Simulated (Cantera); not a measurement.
# Adiabatic ignition

An adiabatic, constant-pressure homogeneous reactor starts with 18.3 % CO, 3.66 % H₂, 16.4 % O₂, 61.7 % N₂, at 975 K and 101000 Pa.

Model: GRI-Mech 3.0 (53 species, 325 reactions), integrated in Cantera.

| t (s) | T (K) | x CO | x H₂ | x O₂ | x NO₂ | x H |
|---|---|---|---|---|---|---|
| 4.00e-6 | 975 | 0.183 | 0.0366 | 0.164 | <1e-12 | 2.10e-11 |
| 1.49e-5 | 975 | 0.183 | 0.0366 | 0.164 | <1e-12 | 1.49e-10 |
| 5.52e-5 | 975 | 0.183 | 0.0366 | 0.164 | <1e-12 | 8.50e-10 |
| 0.000205 | 975 | 0.183 | 0.0366 | 0.164 | <1e-12 | 1.01e-8 |
| 0.000761 | 978 | 0.183 | 0.0363 | 0.164 | <1e-12 | 3.07e-5 |
| 0.00283 | 2432 | 0.0235 | 0.000787 | 0.0684 | 4.11e-7 | 0.000695 |
| 0.0105 | 2454 | 0.0204 | 0.000679 | 0.0658 | 2.02e-6 | 0.000534 |
| 0.0390 | 2447 | 0.0200 | 0.000670 | 0.0632 | 4.71e-6 | 0.000512 |
| 0.145 | 2445 | 0.0199 | 0.000667 | 0.0624 | 5.46e-6 | 0.000507 |
| 0.538 | 2445 | 0.0199 | 0.000667 | 0.0624 | 5.46e-6 | 0.000507 |
| 2.00 | 2445 | 0.0199 | 0.000667 | 0.0624 | 5.46e-6 | 0.000507 |
x: mole fraction; the columns are a selection and need not sum to one.

```
Quantity                                                              Result
---------------------------------  -----------------------------------------
time of steepest temperature rise                                   0.952 ms
temperature at 2.00 s                                                 2445 K
equilibrium temperature                                               2445 K
x(CO) at 2.00 s                        0.0199 (gas-phase equilibrium 0.0199)
x(H₂) at 2.00 s                    0.000667 (gas-phase equilibrium 0.000667)
x(O₂) at 2.00 s                        0.0624 (gas-phase equilibrium 0.0624)
```
